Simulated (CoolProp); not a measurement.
Vapour-liquid equilibrium of CF4 (R14) (1) + R13 (2) at 0.159 MPa; x and y are mole fractions of (1).

Computed with CoolProp (multi-fluid Helmholtz-energy mixture model, Platzer 1990 and Platzer 1990; pair parameters Bell 2016). This equation is an older, rougher fit; its heat capacities, sound speeds and derivatives of the liquid may be far off and weren't checked against measurements.

Task: Give the bubble temperature and the first vapour's composition at x = 0.05, 0.275, 0.725. Is there an azeotrope?

Result: x = 0.05: 190.5 K, y = 0.418; x = 0.275: 168.9 K, y = 0.875; x = 0.725: 156.3 K, y = 0.977. No azeotrope shows between x = 0.05 and 0.95.

The pair parameters rest on a limited set of measurements; away from them the model extrapolates.
